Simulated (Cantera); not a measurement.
A perfectly stirred reactor is fed with 14.7 % NO, 85.3 % N2, at 100000 Pa; it is held at 2073 K, and followed from long to short residence time.

Computed with Cantera and GRI-Mech 3.0 (53 species, 325 reactions).

x: mole fraction; the columns are a selection and need not sum to one.

```tsv
τ (s)	x NO	x NO2	x O	x O2	x N2	x N2O
0.38	0.103	5.28e-5	0.000180	0.0219	0.875	5.30e-6
0.18	0.124	4.83e-5	0.000138	0.0116	0.865	7.61e-6
0.082	0.136	4.00e-5	0.000105	0.00530	0.858	9.25e-6
0.039	0.142	3.35e-5	8.52e-5	0.00244	0.855	1.00e-5
0.018	0.145	2.91e-5	7.30e-5	0.00107	0.854	1.04e-5
0.0084	0.146	?	?	?	0.853	1.04e-5
0.0039	0.147	?	?	?	0.853	1.02e-5
```

Problem. What belongs in the gaps?

Solution. 
- 0.0084, x NO2: 2.60e-5
- 0.0084, x O: 6.51e-5
- 0.0084, x O2: 0.000462
- 0.0039, x NO2: 2.30e-5
- 0.0039, x O: 5.76e-5
- 0.0039, x O2: 0.000185
